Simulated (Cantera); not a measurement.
Charge: 1 mol SiH₄, 0.43 mol O₂, 0.41 mol H₂, at 1398 K.

Equilibrium computed with Cantera from the NASA thermochemical tables; the gas is ideal and each condensed phase is pure. Candidate condensed phases: H₂O, Si, SiO₂; 18 gas species. Mutual solubility and eutectic melting of coexisting phases are not modelled. The tables hold silica as quartz up to 1696 K and as liquid above; real silica turns to tridymite and cristobalite and melts near 1996 K. Equilibrium is a limit: real reactors are often held back by kinetics, nucleation or transport.

Problem. What share of the Si ends up in condensed phases as a function of P (Pa), at 5, 36, 260, 1900, 14000, 100000?

Solution. 
| P (Pa) | Si condensed (%) | as |
|---|---|---|
| 5 | 14.0 | Si(s) |
| 36 | 41.5 | Si(s) + SiO₂(β-quartz) |
| 260 | 93.3 | Si(s) + SiO₂(β-quartz) |
| 1900 | 99.1 | Si(s) + SiO₂(β-quartz) |
| 14000 | 99.9 | Si(s) + SiO₂(β-quartz) |
| 100000 | 100.0 | Si(s) + SiO₂(β-quartz) |
